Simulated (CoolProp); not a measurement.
Vapour-liquid equilibrium of R152A (1) + R113 (2) at 255.3 K; x and y are mole fractions of (1).

The numbers come from the multi-fluid Helmholtz-energy mixture model, Outcalt 1996 and Marx 1992; pair parameters Bell 2016 in CoolProp.

```csv
x,"bubble pressure, mixture model (MPa)","bubble pressure, Raoult's law (MPa)","y, mixture model","y, Raoult's law"
0.05,(withheld),0.01220,0.746,0.542
0.125,(withheld),0.02167,(withheld),0.762
0.2,0.05998,0.03114,0.916,0.849
0.275,0.07287,0.04061,(withheld),0.895
0.35,0.08266,0.05008,0.945,0.924
0.425,0.09012,0.05955,0.952,0.943
0.5,(withheld),0.06902,0.957,0.957
0.575,0.1008,0.07849,0.962,0.968
0.65,(withheld),0.08796,0.966,0.977
0.725,0.1095,0.09743,0.970,0.983
0.8,0.1144,0.1069,(withheld),0.989
0.875,0.1200,0.1164,0.982,0.994
0.95,0.1268,0.1258,(withheld),0.998
```

Problem. Some entries are withheld; supply them.

Solution. 
- 0.05, bubble pressure, mixture model (MPa): 0.02236
- 0.125, bubble pressure, mixture model (MPa): 0.04332
- 0.125, y, mixture model: 0.876
- 0.275, y, mixture model: 0.934
- 0.5, bubble pressure, mixture model (MPa): 0.09593
- 0.65, bubble pressure, mixture model (MPa): 0.1051
- 0.8, y, mixture model: 0.975
- 0.95, y, mixture model: 0.992

The largest gap from Raoult's law is +99.9 % in bubble pressure, at x = 0.125. No azeotrope shows between x = 0.05 and 0.95.

Pair parameters are fitted to limited data, so mixtures are less certain than the pure fluids. With so large a gap from Raoult's law the liquid may split in two, which this calculation doesn't test in full.
